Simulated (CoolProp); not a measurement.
Vapour-liquid equilibrium of R143a (1) + propane (2) at 207.6 K; x and y are mole fractions of (1).

Model: multi-fluid Helmholtz-energy mixture model, Lemmon and Jacobsen 2000 and Lemmon 2009; pair parameters Bell 2016, in CoolProp.

```
x     bubble pressure (MPa)  y at the bubble point  dew pressure at overall composition x (MPa)  liquid density (mol/L)
----  ---------------------  ---------------------  -------------------------------------------  ----------------------
0.05                0.04041                  0.251                                      0.03300                   13.75
0.15                0.04955                  0.428                                      0.03635                   13.73
0.25                0.05301                  0.490                                      0.04037                   13.73
0.35                0.05424                  0.516                                      0.04520                   13.75
0.45                0.05467                  0.532                                      0.05080                   13.80
0.55                0.05479                  0.546                                      0.05477                       ?
0.65                0.05456                  0.567                                      0.05187                   13.95
0.75                0.05350                  0.606                                            ?                   14.07
0.85                0.05066                  0.680                                      0.04394                       ?
0.95                0.04428                  0.841                                      0.04048                   14.37
```

Q: Complete the blanks.

A: 
- 0.55, liquid density (mol/L): 13.86
- 0.75, dew pressure at overall composition x (MPa): 0.04781
- 0.85, liquid density (mol/L): 14.21

y crosses x between x = 0.45 and 0.55: the model has an azeotrope there.

The pair parameters rest on a limited set of measurements; away from them the model extrapolates. With so large a gap from Raoult's law the liquid may split in two, which this calculation doesn't test in full.
